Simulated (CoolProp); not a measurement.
A simple Rankine cycle with R1336mzz(E): condensing at 305.15 K, boiler at 1.54 MPa, turbine inlet 389.5 K, turbine efficiency 0.75, pump efficiency 0.6, no recuperator. Each further row changes one setting.

Values from CoolProp's reference Helmholtz-energy equation of state, Akasaka 2023.

```tsv
case	thermal efficiency (%)	net work (kJ/kg)	heat in (kJ/kg)	turbine exit temperature (K)	volume ratio over the turbine
as stated	10.1	19.8	196	345.3	7.25
turbine inlet 409.5 K	10.1	21.9	217	367.3	6.84
condensing temperature 297.15 K	11.2	23.1	206	340.6	9.54
boiler pressure 1.08 MPa	8.6	17.5	204	357.2	4.67
turbine efficiency 0.65	8.7	16.9	196	348.6	7.34
```
